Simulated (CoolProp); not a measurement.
CH3F (R41) along the isotherm 151.85 °C: Z from the reference equation and from simpler models built on Tc = 44.1 °C, pc = 5.906 MPa, ω = 0.200; each cubic takes its own stable root.

Model: reference Helmholtz-energy equation of state, Lemmon 2006, in CoolProp. It is a short technical equation, of lower accuracy than the large ones.

```csv
p (MPa),phase,reference,van der Waals,Soave-Redlich-Kwong
2.27,gas,0.9436,0.9438,0.9550
4.54,gas,0.8884,0.8838,0.9115
6.81,supercritical,0.8351,0.8205,0.8707
9.09,supercritical,0.7847,0.7558,0.8342
11.4,supercritical,0.7385,…,0.8040
13.6,supercritical,…,0.6629,0.7833
15.9,supercritical,0.6710,0.6558,0.7711
18.2,supercritical,…,0.6704,0.7682
20.4,supercritical,0.6430,0.6958,…
22.7,supercritical,0.6430,0.7289,…
25,supercritical,0.6503,0.7657,0.7998
27.3,supercritical,0.6629,0.8047,0.8191
29.5,supercritical,0.6784,0.8432,…
```

Q: Some entries are withheld; supply them.

A: 
- 11.4, van der Waals: 0.6975
- 13.6, reference: 0.7011
- 18.2, reference: 0.6516
- 20.4, Soave-Redlich-Kwong: 0.7729
- 22.7, Soave-Redlich-Kwong: 0.7839
- 29.5, Soave-Redlich-Kwong: 0.8400
